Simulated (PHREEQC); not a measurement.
Solution (20 °C): 0.0016 mol MgSO4, 8.2e-05 mol NaF, 0.052 mol Cs2CO3 and 0.043 mol HCl per kg of water. Closed to the air; pH follows from the charge balance.

All values are PHREEQC results (ion-association model, wateq4f.dat), not measurements.

No solid was allowed to form.

### Question
Order these C species by the share of C that they hold, largest first: MgHCO3+, HCO3-, CO3-2, MgCO3.

### Answer
HCO3- (82 %), CO3-2 (16 %), MgCO3 (1.4 %), MgHCO3+ (0.27 %)

### Question
Order these Na species by the share of Na that they hold, largest first: NaCO3-, NaSO4-, NaHCO3, Na+.

### Answer
Na+ (94 %), NaCO3- (4.1 %), NaHCO3 (1.3 %), NaSO4- (0.25 %)

The pH is 9.34 and the ionic strength 0.116 mol/kgw. The solution is supersaturated, for example in Magnesite (slow to form), so a real one may precipitate; this is no full list.
